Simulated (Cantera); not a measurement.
# Diamond growth

A diamond (100) surface in a fixed gas of H2 with x(CH4) = 0.0061, x(CH3) = 1.8e-05, at 1075 K, 42.0 Torr; coverages are run to steady state.

Cantera simulation using the Harris–Goodwin 1993 mechanism for the reconstructed diamond (100) surface; the numbers are that mechanism's predictions, not measurements.

```
x(H)     growth (µm/h)  θ c6HH  θ c6H*  θ c6*H   θ c6**    θ c6HM
-------  -------------  ------  ------  ------  -------  --------
0.0001          0.0531   0.602  0.0216   0.363  0.00556   0.00457
0.00019          0.103   0.571  0.0232   0.390  0.00832   0.00486
0.00038          0.189   0.550  0.0242   0.407   0.0111   0.00465
0.00074          0.302   0.540  0.0247   0.416   0.0131   0.00393
0.0014           0.422   0.535  0.0250   0.421   0.0144   0.00294
0.0028           0.538   0.533  0.0252   0.424   0.0152   0.00190
0.0054           0.618   0.532  0.0254   0.425   0.0156   0.00114
0.011            0.673   0.531  0.0255   0.426   0.0159  0.000609
0.02             0.700   0.531  0.0256   0.427   0.0160  0.000349
```
θ: site fractions in the mechanism's names (c6HH fully hydrogenated, c6H* and c6*H radical sites, c6** diradical, c6HM methylated).
